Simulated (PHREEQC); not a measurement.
Consider water at 25 °C with 0.041 mol NaOH, 0.0055 mol Na2SiO3 and 0.0084 mol K2CO3 per kg of water. Closed to the air; pH follows from the charge balance.

Equilibrium calculation in PHREEQC: ion-association model, phreeqc.dat.

```tsv
quantity	before	after
pH	12.54	11.68
ionic strength (mol/kgw)	0.0741	0.0686
Na+ (mol/kgw)	0.0496	0.0471
CO3-2 (mol/kgw)	0.00602	0.00342
H3SiO4- (mol/kgw)	0.00381	0.00415
NaCO3- (mol/kgw)	0.00236	0.00492
SI of Quartz (SiO2)	-1.25	-1.13
```

**Question.** What was changed between the two runs?
(A) temperature from 25 to 55 °C
(B) NaOH from 0.041 to 0.0615 mol/kgw
(C) diluted 100-fold with water
(D) 0.0025 mol/kgw H2SO4 added

**Answer.** A, temperature from 25 to 55 °C

This is a speciation only: nothing precipitates in the calculation. Constants without temperature data keep their 25 °C values here.
